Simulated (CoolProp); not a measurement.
The numbers come from the reference Helmholtz-energy equation of state, Thol 2019 in CoolProp.

Task: For n-hexane, give the phase and the density (kg/m³), cv (kJ/(kg K)), isothermal compressibility (1/MPa), viscosity (µPa s) at 246.5 K and 1.76 bar; 329.9 K and 1.76 bar; 441.2 K and 1.76 bar.

Result: 
- 246.5 K and 1.76 bar: liquid; density 700, cv 1.60, isothermal compressibility 0.00107, viscosity 535
- 329.9 K and 1.76 bar: liquid; density 625, cv 1.88, isothermal compressibility 0.00235, viscosity 222
- 441.2 K and 1.76 bar: gas; density 4.28, cv 2.22, isothermal compressibility 5.89, viscosity 9.24

Viscosity comes from a separate model (Michailidou 2013).
